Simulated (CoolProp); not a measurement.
The numbers come from the reference Helmholtz-energy equation of state, Lemmon and Jacobsen 2000 in CoolProp.

Q: For R143a, give the phase and the Z, cv (kJ/(kg K)), speed of sound (m/s), expansivity (1/kK) at 376.5 K and 18 MPa; 212 K and 0.574 MPa; 326.9 K and 9.78 MPa.

A: 
- 376.5 K and 18 MPa: supercritical; Z 0.598, cv 1.10, speed of sound 372, expansivity 3.93
- 212 K and 0.574 MPa: liquid; Z 0.0227, cv 0.846, speed of sound 820, expansivity 2.18
- 326.9 K and 9.78 MPa: liquid; Z 0.337, cv 1.03, speed of sound 408, expansivity 4.15
